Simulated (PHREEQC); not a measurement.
Dissolve 0.014 mol HF and 0.045 mol NH4F per kg of water at 25 °C. Closed to the air; pH follows from the charge balance.

All values are PHREEQC results (ion-association model, phreeqc.dat), not measurements.

No solid was allowed to form.

### Question
Order these F species by the share of F that they hold, largest first: HF, HF2-, F-.

### Answer
F- (73 %), HF (20 %), HF2- (6.6 %)

The pH is 3.65 and the ionic strength 0.0453 mol/kgw. Species that the database lacks are ignored.
